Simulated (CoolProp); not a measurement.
A single-stage vapour-compression cycle with the fluid: evaporating at 292.15 K (dew point), condensing at 357.15 K (bubble point), superheat 2 K, subcooling 0 K, compressor efficiency 0.65, no pressure losses. The same conditions are run with several fluids, on thermodynamics alone (safety and materials aside).

Computed with CoolProp (reference Helmholtz-energy equation of state of each fluid (R245ca: Zhou 2016; neopentane: Lemmon 2006; R365MFC: Lemmon 2016; R227EA: Lemmon 2016; n-pentane: Thol 2019; R11: Jacobsen 1992)).

**Question.** Rank R245ca, neopentane, R365MFC, R227EA, n-pentane, R11 by cooling COP, highest first.

**Answer.** R11 (2.30), n-pentane (2.06), R245ca (2.02), R365MFC (1.96), neopentane (1.79), R227EA (1.08)

```tsv
fluid	pressure ratio	discharge temperature (K)	refrigerating effect (kJ/kg)	volumetric capacity (kJ/m³)
R245ca	8.01	363.7	117	521
neopentane	5.71	357.2	150	659
R365MFC	8.85	357.2	107	293
R227EA	5.37	357.2	31.7	942
n-pentane	7.48	359.6	215	355
R11	6.73	391.3	125	619
```

The compression ends wet for: neopentane; R365MFC; R227EA.
